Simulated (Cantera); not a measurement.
Cantera run, input and output.

```python
import numpy as np
import cantera as ct

gas = ct.Solution("gri30.yaml")
gas.TP = 300, 48000
flame = ct.CounterflowDiffusionFlame(gas, width=0.02)
flame.fuel_inlet.X, flame.fuel_inlet.T = {'CO': 1, 'H2': 0.9, 'N2': 0.34}, 325
flame.oxidizer_inlet.X, flame.oxidizer_inlet.T = {'O2': 0.2, 'N2': 0.8}, 750
flame.set_refine_criteria(ratio=3, slope=0.12, curve=0.24, prune=0.03)
show = ['OH', 'H', 'NO', 'CO']

rows = []
print(f"{'mdot':>8s}{'a_max':>10s}{'a_mean':>10s}{'Tmax/K':>9s}" + "".join(f"{s:>11s}" for s in show) + "   (peak mole fractions)")
for i, mdot in enumerate([0.29, 0.48, 0.81, 1.3, 2.3, 3.8, 6.3]):  # kg/m2/s on the oxidiser side
    flame.oxidizer_inlet.mdot, flame.fuel_inlet.mdot = mdot, 1.2 * mdot
    flame.solve(loglevel=0, auto=(i == 0))
    if flame.T.max() < max(325, 750) + 100:
        print(f"{mdot:8.3g}  no burning solution found from the previous one")
        break
    dT = np.abs(np.gradient(flame.T, flame.grid))
    rows.append([flame.strain_rate("max"), flame.strain_rate("mean"), flame.T.max(),
                 *(flame.X[gas.species_index(s)].max() for s in show), max(dT[0], dT[-1]) / dT.max()])
    print(f"{mdot:8.3g}{rows[-1][0]:10.1f}{rows[-1][1]:10.1f}{rows[-1][2]:9.1f}" + "".join(f"{x:11.3e}" for x in rows[-1][3:-1]))
```

It prints:

```
    mdot     a_max    a_mean   Tmax/K         OH          H         NO         CO   (peak mole fractions)
    0.29     457.2     121.1   1983.8  1.316e-02  2.063e-02  5.053e-05  4.699e-01
    0.48     723.5     200.5   1905.8  1.261e-02  2.412e-02  3.768e-05  4.689e-01
    0.81    1173.2     338.4   1823.5  1.187e-02  2.798e-02  2.931e-05  4.688e-01
     1.3    1816.8     543.1   1739.5  1.082e-02  3.136e-02  2.269e-05  4.683e-01
     2.3    3084.1     960.8   1634.3  9.331e-03  3.475e-02  1.569e-05  4.679e-01
     3.8    4918.5    1587.4   1540.5  7.930e-03  3.643e-02  1.049e-05  4.682e-01
     6.3    7832.4    2631.8   1427.1  6.135e-03  3.470e-02  5.580e-06  4.674e-01
```

Detailed kinetics in Cantera: GRI-Mech 3.0 (53 species, 325 reactions). The maximum strain rate includes the flame's own expansion and is several times the mean.
